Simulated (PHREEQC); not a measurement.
Dissolve 2.2 mmol/kgw NH4HF2, 0.031 mmol/kgw (NH4)2SiF6, 5.7 mmol/kgw H3BO3 and 0.25 mmol/kgw HCl at 20 °C. Closed to the air; pH follows from the charge balance.

All values are PHREEQC results (ion-association model, phreeqc.dat), not measurements.

Precipitation was switched off in this run.

Task: Order these B species by the share of B that they hold, largest first: BF4-, BF2(OH)2-, H3BO3, BF3OH-.

Result: H3BO3 (89 %), BF4- (5.4 %), BF2(OH)2- (3.5 %), BF3OH- (2.3 %)

The pH is 3.46 and the ionic strength 0.00264 mol/kgw. SiF6-2 is the database's only silicon fluoride. Real BF4- forms and hydrolyses slowly; the run takes it at equilibrium.
